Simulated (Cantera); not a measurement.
A perfectly stirred reactor is fed with CO : H2 : O2 : N2 : H2O = 1 : 0.39 : 1.01 : 3.79 : 0.15 (molar parts), equivalence ratio 0.69, at 293 Torr; it is adiabatic with a 300 K inlet, and is followed from long to short residence time, starting on the burning branch (τ in s: 0.48, 0.15, 0.045, 0.014, 0.0043, 0.0013, 0.0004, 0.00012, 3.8e-05).

Computed with Cantera and GRI-Mech 3.0 (53 species, 325 reactions).

Task: What does this change do: pressure from 293 Torr to 750 Torr?

Result: 
```json
[
 {"quantity": "blow-out, bracketed by the residence times tried", "before": "burning at 0.400 ms, out at 0.120 ms", "after": "burning at 0.400 ms, out at 0.120 ms"},
 {"quantity": "x(CO) at τ = 0.480 s", "before": "0.00390", "after": "0.00186"},
 {"quantity": "x(H2) at τ = 0.480 s", "before": "0.000444", "after": "0.000208"},
 {"quantity": "x(O2) at τ = 0.480 s", "before": "0.0565", "after": "0.0556"},
 {"quantity": "x(OH) at τ = 0.480 s", "before": "0.00285", "after": "0.00198"},
 {"quantity": "x(HO2) at τ = 0.480 s", "before": "9.72e-7", "after": "1.26e-6"},
 {"quantity": "x(CO) at τ = 4.30 ms", "before": "0.0286", "after": "0.0160"},
 {"quantity": "x(H2) at τ = 4.30 ms", "before": "0.00408", "after": "0.00188"},
 {"quantity": "x(O2) at τ = 4.30 ms", "before": "0.0670", "after": "0.0616"},
 {"quantity": "x(OH) at τ = 4.30 ms", "before": "0.00634", "after": "0.00518"},
 {"quantity": "x(HO2) at τ = 4.30 ms", "before": "6.51e-6", "after": "6.50e-6"}
]
```

Task: What does this change do: pressure from 293 Torr to 760 Torr?

Result: 
| quantity | before | after |
|---|---|---|
| blow-out, bracketed by the residence times tried | burning at 0.400 ms, out at 0.120 ms | burning at 0.400 ms, out at 0.120 ms |
| x(CO) at τ = 0.480 s | 0.00390 | 0.00185 |
| x(H2) at τ = 0.480 s | 0.000444 | 0.000206 |
| x(O2) at τ = 0.480 s | 0.0565 | 0.0556 |
| x(OH) at τ = 0.480 s | 0.00285 | 0.00197 |
| x(HO2) at τ = 0.480 s | 9.72e-7 | 1.26e-6 |
| x(CO) at τ = 4.30 ms | 0.0286 | 0.0158 |
| x(H2) at τ = 4.30 ms | 0.00408 | 0.00186 |
| x(O2) at τ = 4.30 ms | 0.0670 | 0.0615 |
| x(OH) at τ = 4.30 ms | 0.00634 | 0.00516 |
| x(HO2) at τ = 4.30 ms | 6.51e-6 | 6.48e-6 |
